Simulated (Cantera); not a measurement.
Input: 1 mol SO2, 0.24 mol O2, 0.55 mol N2, equilibrated at 1377 °C and 13500 Torr.

Cantera equilibrium calculation (NASA polynomials, part measured and part estimated; ideal gas, pure solids and liquids). Candidate condensed phases: S; 17 gas species. The numbers say what is thermodynamically allowed, not how fast it happens.

Base state: SO2 0.548, N2 0.309, O2 0.127, SO3 0.0154, NO 0.00116, NO2 1.36e-5 (mole fractions); condensed: gas only.

What changes in the equilibrium state with this change: temperature from 1377 °C to 2727 °C?


| species | before | after |
|---|---|---|
| SO2 | 0.548 | 0.527 |
| N2 | 0.309 | 0.291 |
| O2 | 0.127 | 0.127 |
| SO | 1.15e-6 | 0.0218 |
| NO | 0.00116 | 0.0225 |
| SO3 | 0.0154 | 0.000710 |
| S | <1e-9 | 0.000188 |
| S2O | <1e-9 | 1.10e-5 |
| O | 2.17e-6 | 0.00950 |
| NO2 | 1.36e-5 | 4.32e-5 |

What changes in the equilibrium state with this change: 0.0047 mol H2 added?


```tsv
species	before	after
SO2	0.548	0.547
N2	0.309	0.309
O2	0.127	0.125
H2O	0	0.00263
SO3	0.0154	0.0153
OH	0	1.78e-5
NO2	1.36e-5	1.34e-5
NO	0.00116	0.00115
```
Further candidate phases: H2O, H2SO4.

What changes in the equilibrium state with this change: 0.0015 mol CH4 added?


```tsv
species	before	after
SO2	0.548	0.547
N2	0.309	0.309
O2	0.127	0.125
H2O	0	0.00168
CO2	0	0.000844
SO3	0.0154	0.0153
OH	0	1.42e-5
NO2	1.36e-5	1.34e-5
NO	0.00116	0.00115
```
Further candidate phases: C, C6H6, C7H8, C8H18, H2O, H2SO4.
